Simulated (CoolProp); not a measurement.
A single-stage vapour-compression cycle with R115: evaporating at 284.15 K (dew point), condensing at 335.15 K (bubble point), superheat 2 K, subcooling 5 K, compressor efficiency 0.9, no pressure losses. Each further row changes one setting.

Values from CoolProp's reference Helmholtz-energy equation of state, Lemmon 2016.

| case | cooling COP | pressure ratio | discharge temperature (K) | refrigerating effect (kJ/kg) | volumetric capacity (kJ/m³) |
|---|---|---|---|---|---|
| as stated | 3.03 | 3.50 | 335.1 | 51.2 | 2400 |
| evaporating temperature 289.15 K | 3.59 | 3.04 | 335.3 | 53.7 | 2910 |
| condensing temperature 330.15 K | 3.68 | 3.14 | 330.2 | 57.5 | 2700 |
| subcooling 10 K | 3.42 | 3.50 | 335.1 | 57.8 | 2710 |
| superheat 12 K | 3.23 | 3.50 | 342.2 | 59.1 | 2620 |
| compressor efficiency 0.8 | 2.69 | 3.50 | 336.4 | 51.2 | 2400 |

The compression ends wet for: as stated; condensing temperature 330.15 K; subcooling 10 K.
